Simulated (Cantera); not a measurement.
Mixture: 4.34 % C₃H₈, 12.8 % O₂, 82.9 % N₂, equivalence ratio 1.7, at 4050 Torr, adiabatic and at constant pressure. Ignition delay is the time to a rise of 400 K.

Model: GRI-Mech 3.0 (53 species, 325 reactions), integrated in Cantera. GRI-Mech 3.0 was tuned for natural gas; its chemistry of propane as a main component is partial and can be far from experiment.

### Question
Predict: delay at 1150 K; delay at 1300 K; delay at 1450 K; delay at 1600 K; delay at 1750 K; apparent activation energy between 1600 and 1750 K.

### Answer
| Quantity | Value |
|---|---|
| delay at 1150 K | 10.2 ms |
| delay at 1300 K | 0.629 ms |
| delay at 1450 K | 76.1 µs |
| delay at 1600 K | 17.7 µs |
| delay at 1750 K | 6.66 µs |
| apparent activation energy between 1600 and 1750 K | 150 kJ/mol |
